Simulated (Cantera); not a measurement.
Cantera run, input and output.

```python
import numpy as np
import cantera as ct

gas = ct.Solution("gri30.yaml")
gas.TPX = 473, 53000, {'C3H8': 1, 'O2': 3.57, 'N2': 13.4, 'H2O': 5.3}
inlet = ct.Reservoir(gas, clone=True)
gas.equilibrate("HP")  # start burning
reactor = ct.IdealGasConstPressureReactor(gas, energy="on", clone=False)
exhaust = ct.Reservoir(gas, clone=True)
tau = [0.049, 0.018, 0.0064, 0.0023, 0.00083, 0.0003, 0.00011, 3.8e-05, 1.4e-05][0]
for a, b in ((inlet, reactor), (reactor, exhaust)):
    ct.MassFlowController(a, b, mdot=lambda t: reactor.mass / tau)
net = ct.ReactorNet([reactor])
show = ['C3H8', 'O2', 'H2O', 'H2', 'C2H6', 'C2H4', 'HCO']

rows = []
print(f"{'tau/s':>10s}{'T/K':>9s}" + "".join(f"{s:>11s}" for s in show))
for tau in [0.049, 0.018, 0.0064, 0.0023, 0.00083, 0.0003, 0.00011, 3.8e-05, 1.4e-05]:
    net.initial_time = 0.0
    net.advance(30 * tau)
    before = gas.X
    net.advance(40 * tau)
    drift = np.max(np.abs(gas.X - before) / (gas.X + 1e-9))
    rows.append([gas.T, *gas[show].X, drift])
    print(f"{tau:10.3e}{gas.T:9.1f}" + "".join(f"{x:11.3e}" for x in gas[show].X))
```

It prints:

```
     tau/s      T/K       C3H8         O2        H2O         H2       C2H6       C2H4        HCO
 4.900e-02   1799.9  2.227e-06  3.175e-04  3.009e-01  5.892e-02  4.807e-08  1.303e-05  1.623e-07
 1.800e-02   1790.3  4.714e-06  6.224e-04  3.005e-01  5.834e-02  9.327e-08  2.563e-05  3.874e-07
 6.400e-03   1775.7  1.099e-05  1.329e-03  3.005e-01  5.716e-02  2.448e-07  5.717e-05  9.757e-07
 2.300e-03   1749.7  2.885e-05  3.130e-03  3.014e-01  5.467e-02  9.274e-07  1.480e-04  2.499e-06
 8.300e-04   1657.9  1.325e-04  1.139e-02  3.039e-01  4.754e-02  1.287e-05  7.243e-04  6.626e-06
 3.000e-04    473.0  4.297e-02  1.534e-01  2.278e-01  7.128e-17  2.115e-18  1.240e-17 -1.630e-36
 1.100e-04    473.0  4.297e-02  1.534e-01  2.278e-01  2.583e-19  7.663e-21  4.493e-20  1.519e-38
 3.800e-05    473.0  4.297e-02  1.534e-01  2.278e-01  1.632e-20  4.841e-22  2.838e-21  9.594e-40
 1.400e-05    473.0  4.297e-02  1.534e-01  2.278e-01  1.031e-21  3.058e-23  1.793e-22  6.061e-41
```

Detailed kinetics in Cantera: GRI-Mech 3.0 (53 species, 325 reactions). GRI-Mech 3.0 was tuned for natural gas; its chemistry of propane as a main component is partial and can be far from experiment.
